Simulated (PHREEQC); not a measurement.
Solution (25 °C): 3.5 mmol/kgw NaH2PO4. Closed to the air; pH follows from the charge balance.

Equilibrium calculation in PHREEQC: ion-association model, phreeqc.dat.

Problem. The ionic strength comes out as 0.00353 mol/kgw. What activity coefficients do HPO4-2, H2PO4-, H+, Na+ get?

Solution. HPO4-2 0.78, H2PO4- 0.94, H+ 0.94, Na+ 0.94.

Precipitation was switched off in this run. Species that the database lacks are ignored.
